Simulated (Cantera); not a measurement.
Cantera run:

```python
import numpy as np
import cantera as ct

gas_names = """
    NO OH NbO2 NH3
""".split()
cond_names = """
    Nb(cr) Nb(L)
""".split()


# ... load() reads the species with a 1 bar reference pressure and builds the phases ...
species = {s.name: s for s in load("nasa_gas.yaml", gas_names) + load("nasa_condensed.yaml", cond_names)}
# Each term lists the table entries of one substance; the one whose range holds T is used.
reactions = {
    '2 Nb + NO(g) + 3 OH(g) = 2 NbO2(g) + NH3(g)':
        [(-2, ['Nb(cr)', 'Nb(L)']), (-1, ['NO']), (-3, ['OH']), (2, ['NbO2']), (1, ['NH3'])],
}


def pick(names, T):
    return next(species[n] for n in names if species[n].thermo.min_temp <= T <= species[n].thermo.max_temp)


results = []
for label, terms in reactions.items():
    print(label)
    print("     T/K   dH/kJ  dS/(J/K)   dG/kJ   log10 K")
    for T in [300, 700, 725, 750, 775, 800, 825, 850, 875, 900, 925, 950]:
        used = [(nu, pick(names, T)) for nu, names in terms]
        dH = sum(nu * s.thermo.h(T) for nu, s in used) / 1e6
        dS = sum(nu * s.thermo.s(T) for nu, s in used) / 1e3
        dG = dH - T * dS / 1e3
        logK = -dG * 1e6 / (ct.gas_constant * T * np.log(10))
        results.append((label, T, dH, dS, dG, logK, [s.name for _, s in used]))
        print(f"{T:8g} {dH:8.1f} {dS:8.1f} {dG:8.1f} {logK:8.2f}")
```

It prints:

```
2 Nb + NO(g) + 3 OH(g) = 2 NbO2(g) + NH3(g)
     T/K   dH/kJ  dS/(J/K)   dG/kJ   log10 K
     300   -655.3    -96.6   -626.4   109.06
     700   -667.2   -123.2   -580.9    43.35
     725   -667.6   -123.9   -577.8    41.63
     750   -668.1   -124.5   -574.7    40.02
     775   -668.5   -125.1   -571.6    38.52
     800   -668.9   -125.6   -568.4    37.11
     825   -669.3   -126.1   -565.3    35.79
     850   -669.8   -126.6   -562.1    34.54
     875   -670.2   -127.1   -559.0    33.37
     900   -670.5   -127.5   -555.8    32.26
     925   -670.9   -127.9   -552.6    31.20
     950   -671.3   -128.3   -549.4    30.21
```

Cantera with NASA thermochemical tables; ideal gases at 1 bar, condensed phases pure. Condensed species are held in their standard states even where they would react or evaporate.
